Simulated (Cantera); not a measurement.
## Equilibrium for calcination and drying: MgCO3 + CO2 + C

Feed: 1 mol MgCO3, 0.012 mol CO2, 0.04 mol C, at 0.0133 bar.

Equilibrium computed with Cantera from the NASA thermochemical tables; the gas is ideal and each condensed phase is pure. Candidate condensed phases: C, Mg, MgCO3, MgO; 15 gas species. The numbers say what is thermodynamically allowed, not how fast it happens.

From 1998 K to 2273 K the condensed part is MgO(s). The main Mg-bearing gas is Mg throughout.

| T (K) | log p CO2 | log p CO | log p O2 | log p O | log p Mg | log p MgO | n MgO(s) |
|---|---|---|---|---|---|---|---|
| 1998 | -1.92 | -2.89 | -3.85 | -5.10 | -6.45 | -7.70 | 1.000 |
| 2023 | -1.93 | -2.86 | -3.73 | -4.96 | -6.28 | -7.49 | 1.000 |
| 2048 | -1.94 | -2.83 | -3.63 | -4.83 | -6.10 | -7.28 | 1.000 |
| 2073 | -1.94 | -2.80 | -3.53 | -4.71 | -5.92 | -7.08 | 1.000 |
| 2098 | -1.95 | -2.76 | -3.45 | -4.59 | -5.75 | -6.89 | 1.000 |
| 2123 | -1.96 | -2.73 | -3.37 | -4.47 | -5.57 | -6.70 | 1.000 |
| 2148 | -1.97 | -2.70 | -3.30 | -4.37 | -5.40 | -6.51 | 1.000 |
| 2173 | -1.98 | -2.66 | -3.24 | -4.26 | -5.23 | -6.33 | 0.999 |
| 2198 | -1.99 | -2.63 | -3.18 | -4.16 | -5.06 | -6.15 | 0.999 |
| 2223 | -2.00 | -2.60 | -3.12 | -4.06 | -4.90 | -5.97 | 0.999 |
| 2248 | -2.02 | -2.56 | -3.07 | -3.97 | -4.74 | -5.80 | 0.998 |
| 2273 | -2.03 | -2.53 | -3.02 | -3.88 | -4.57 | -5.64 | 0.998 |
log p: log10 of the partial pressure in bar; n: condensed amount in mol.
